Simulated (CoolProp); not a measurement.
Vapour-liquid equilibrium of isobutane (1) + isobutene (2) at -30.95 °C; x and y are mole fractions of (1).

Values from CoolProp's multi-fluid Helmholtz-energy mixture model, Bücker 2006 and Lemmon 2005; pair parameters Bell 2016.

Q: Give the bubble pressure and the first vapour's composition at x = 0.25, 0.35, 0.45. Is there an azeotrope?

A: x = 0.25: 0.3855 bar, y = 0.302; x = 0.35: 0.3956 bar, y = 0.407; x = 0.45: 0.4050 bar, y = 0.506. No azeotrope shows between x = 0.05 and 0.95.

Pair parameters are fitted to limited data, so mixtures are less certain than the pure fluids.
